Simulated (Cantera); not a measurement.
A closed system holds: 1 mol CH3F, 0.18 mol CH4, at 948 K and 5.10 Pa.

Method: chemical equilibrium by Gibbs-energy minimisation in Cantera with the NASA 1993 tables (ideal gas, pure condensed phases). Candidate condensed phases: C, C6H6, C7H8, C8H18; 95 gas species. The numbers say what is thermodynamically allowed, not how fast it happens.

Base state: H2 0.576, HF 0.424 (mole fractions); condensed: C(graphite).

### Question
What changes in the equilibrium state with this change: CH3F replaced by CH2F2?

### Answer
```json
[
 {"species": "HF", "before": "0.424", "after": "0.847"},
 {"species": "H2", "before": "0.576", "after": "0.153"},
 {"species": "C(graphite), mol", "before": "1.18", "after": "1.18"}
]
```
